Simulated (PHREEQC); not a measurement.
PHREEQC input (Pitzer model, pitzer.dat):

```
SOLUTION 1
  temp 30
  units mol/kgw
  pH 7 charge
  Cl 1.456
  Mg 0.052
  K 0.29
  Sr 0.51
  Ca 0.021
END
USE solution 1
INCREMENTAL_REACTIONS false
REACTION 1
  H2O -1
  0 9.886 18.011 24.689 30.178 34.689 38.397 41.444
  43.949 46.007 moles
EQUILIBRIUM_PHASES 1
  Bischofite 0 0
  Brucite 0 0
  Carnallite 0 0
  Portlandite 0 0
  Sylvite 0 0
  MgCl2_4H2O 0 0
SELECTED_OUTPUT 1
  -reset false
  -pH true
  -pe true
  -ionic_strength true
  -water true
  -activities H2O
  -totals Ca Cl K Mg Sr
  -molalities H+ K+ Mg+2 Ca+2 Sr+2 Cl- OH- MgOH+
  -equilibrium_phases Bischofite Brucite Carnallite Portlandite Sylvite MgCl2_4H2O
PRINT
  -reset false
END
```

Selected output (columns that matter, 10 of 10 rows; water left (kg) added in front):

```
water left (kg)	pH	mu	Ca	Cl	K	Mg	Sr	m_H+	m_K+	m_Mg+2	m_Ca+2	m_Sr+2	la_H2O	Sylvite
1	6.5212	2.039	0.021	1.456	0.29	0.052	0.51	3.0998e-07	0.29	0.052	0.021	0.51	-0.017052	0
0.821894	6.4544	2.4809	0.025551	1.7715	0.35284	0.063269	0.62052	3.2842e-07	0.35284	0.063268	0.025551	0.62052	-0.021392	0
0.675514	6.3705	3.0184	0.031087	2.1554	0.4293	0.076978	0.75498	3.5182e-07	0.4293	0.076978	0.031087	0.75498	-0.027076	0
0.555203	6.2633	3.6725	0.037824	2.6225	0.52233	0.093659	0.91858	3.8366e-07	0.52233	0.093659	0.037824	0.91858	-0.034625	0
0.456313	6.1246	4.4684	0.046021	3.1908	0.63553	0.11396	1.1177	4.3012e-07	0.63553	0.11396	0.046021	1.1177	-0.044796	0
0.375043	5.9443	5.4367	0.055994	3.8822	0.77324	0.13865	1.3598	5.017e-07	0.77324	0.13865	0.055994	1.3598	-0.058684	0
0.30824	5.7115	6.615	0.068129	4.7236	0.94083	0.1687	1.6546	6.1624e-07	0.94083	0.1687	0.068129	1.6546	-0.077872	0
0.253345	5.4151	8.0483	0.082891	5.7471	1.1447	0.20525	2.0131	8.0418e-07	1.1447	0.20525	0.082891	2.0131	-0.10464	0
0.208215	5.0442	9.7928	0.10086	6.9928	1.3928	0.24974	2.4494	1.1206e-06	1.3928	0.24974	0.10086	2.4494	-0.14228	0
0.171138	4.699	11.248	0.12271	7.8419	1.0286	0.30385	2.9801	1.5357e-06	1.0286	0.30385	0.12271	2.9801	-0.17555	0.11396
```
